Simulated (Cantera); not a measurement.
A jet of 3.02 % H2, 14.6 % O2, 82.4 % N2, equivalence ratio 0.10 at 300 K and 27.0 Torr hits a platinum plate 8.4 cm away at a mass flux of 0.062 kg/m²/s; the plate temperature is set and raised in steps from an oxygen-covered start.

Model: Deutschmann's 1995 Pt surface mechanism with GRI-Mech 3.0 gas chemistry, integrated in Cantera. Catalytic surfaces can have several steady states; this one follows from the mechanism file's or the stated starting coverage.

x: mole fraction at the wall; θ: surface coverage.

```csv
plate T (K),wall x H2,wall x O2,wall x H2O,wall x OH,θ free Pt,θ O*,θ OH*
500,0.00466,0.118,0.0505,<1e-8,0.0577,0.929,0.0128
550,0.00464,0.118,0.0501,<1e-8,0.0610,0.932,0.00733
600,0.00463,0.119,0.0498,<1e-8,0.0641,0.931,(withheld)
650,0.00459,0.119,0.0495,<1e-8,0.0676,0.929,0.00305
700,0.00438,0.119,0.0496,<1e-8,0.0743,0.924,0.00220
750,(withheld),0.118,0.0505,<1e-8,(withheld),0.905,(withheld)
```

Some entries are withheld; supply them.


- 600, θ OH*: 0.00456
- 750, wall x H2: 0.00372
- 750, θ free Pt: 0.0929
- 750, θ OH*: 0.00178
